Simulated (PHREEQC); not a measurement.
## Brine

A solution holds 1 mol/kgw NaOH, 0.069 mol/kgw Na2B4O7 and 2.7 mol/kgw KBr, at 25 °C. Closed to the air; pH follows from the charge balance.

The numbers come from PHREEQC with the Pitzer model, pitzer.dat.

Each row changes one thing in this solution. No solid was allowed to form.

```tsv
case	pH	B(OH)3 (mol/kgw)
as made	13.85	9.35e-6
diluted 10-fold with water	12.78	5.57e-6
NaOH replaced by NaCl at the same molality	9.24	0.0563
KBr from 2.7 to 4.05 mol/kgw	13.88	(withheld)
NaOH from 1 to 0.9 mol/kgw	13.79	(withheld)
Na2B4O7 from 0.069 to 0.0069 mol/kgw	13.90	8.17e-7
diluted 5-fold with water	13.07	5.72e-6
temperature from 25 to 15 °C	14.21	4.23e-6
```

### Question
Complete the blanks.

### Answer

- KBr from 2.7 to 4.05 mol/kgw, B(OH)3 (mol/kgw): 1.41e-5
- NaOH from 1 to 0.9 mol/kgw, B(OH)3 (mol/kgw): 1.06e-5

Species that the database lacks are ignored. In brines, pH and single-ion activities rest on the MacInnes convention.
